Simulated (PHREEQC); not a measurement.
A solution holds 0.32 mol/kgw HF and 0.00021 mol/kgw KF, at 43 °C. Closed to the air; pH follows from the charge balance.

All values are PHREEQC results (ion-association model, phreeqc.dat), not measurements.

Precipitation was switched off in this run.

**Question.** Order these F species by the share of F that they hold, largest first: HF2-, HF, F-.

**Answer.** HF (90 %), HF2- (7.0 %), F- (2.8 %)

The pH is 1.75 and the ionic strength 0.0202 mol/kgw. At this temperature some constants are extrapolated from 25 °C, and those without enthalpy data are left unchanged.
